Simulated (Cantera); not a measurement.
A Cantera script and what it prints.

```python
import numpy as np
import cantera as ct

gas_names = """
    CL CL2 H HCL H2 Si SiCL SiCL2 SiCL3 SiCL4 SiH SiHCL3 SiH2 SiH2CL2 SiH3 SiH3CL SiH4 Si2 Si3
""".split()
cond_names = """
    Si(cr) Si(L)
""".split()


def load(file, names, dense=False):
    # The tables refer to 1 bar. Condensed volumes are neglected.
    table = {s.name: s for s in ct.Species.list_from_file(file)}
    out = []
    for n in names:
        d = dict(table[n].input_data)
        d["thermo"] = dict(d["thermo"], **{"reference-pressure": 1e5})
        if dense:
            d["equation-of-state"] = {"model": "constant-volume", "density": "1e6 g/cm^3"}
        out.append(ct.Species.from_dict(d))
    return out


gas = ct.Solution(thermo="ideal-gas", species=load("nasa_gas.yaml", gas_names))
cond = {s.name: ct.Solution(thermo="fixed-stoichiometry", species=[s], name=s.name)
        for s in load("nasa_condensed.yaml", cond_names, dense=True)}
atoms = {
    'SiHCl3': {'Si': 1, 'H': 1, 'CL': 3},
    'H2': {'H': 2},
}
top_T = {}  # K; cautious upper limits of use, not melting points


def equilibrate(T, P, feed):
    n = {}
    for name, mol in feed.items():
        for a, k in atoms[name].items():
            n[a] = n.get(a, 0.0) + k * mol
    gas.TPX = T, P, n
    mass = sum(n.values()) * gas.mean_molecular_weight
    gas.equilibrate("TP")
    valid = [c for c in cond.values() if c.min_temp <= T <= top_T.get(c.name, c.max_temp)]
    mix = ct.Mixture([(gas, mass / gas.mean_molecular_weight)] + [(c, 0.0) for c in valid])
    mix.T, mix.P = T, P
    mix.equilibrate("TP", solver="vcs", rtol=1e-11, max_steps=5000)
    return mix


results = []
feed = {'SiHCl3': 1, 'H2': 730}  # mol
T = 1423  # K
P = 4800  # Pa
mix = equilibrate(T, P, feed)
results.append((T, P, feed, dict(zip(mix.species_names, mix.species_moles))))
print(gas.report(threshold=1e-06))
for i in range(1, mix.n_phases):
    print(f"{mix.phase(i).name:16s} {mix.phase_moles(i):12.5e} mol")
```

Result:

```
       temperature   1423 K
          pressure   4800 Pa
           density   0.0008757 kg/m^3
  mean mol. weight   2.1585 kg/kmol
   phase of matter   gas

                          1 kg             1 kmol
                     ---------------   ---------------
          enthalpy        1.5515e+07        3.3488e+07  J
   internal energy        1.0033e+07        2.1657e+07  J
           entropy             94003        2.0291e+05  J/K
    Gibbs function       -1.1825e+08       -2.5525e+08  J
 heat capacity c_p             14850             32054  J/K
 heat capacity c_v             10998             23739  J/K

                      mass frac. Y      mole frac. X     chem. pot. / RT
                     ---------------   ---------------   ---------------
                 H        1.4129e-05        3.0256e-05           -10.746
               HCL          0.067565         0.0040002           -41.606
                H2           0.93016           0.99592           -21.491
             SiCL2           0.00222        4.8411e-05           -66.177
     [  +15 minor]        3.7026e-05        1.2803e-06

Si(cr)            9.63698e-01 mol
```

Equilibrium computed with Cantera from the NASA thermochemical tables; the gas is ideal and each condensed phase is pure.
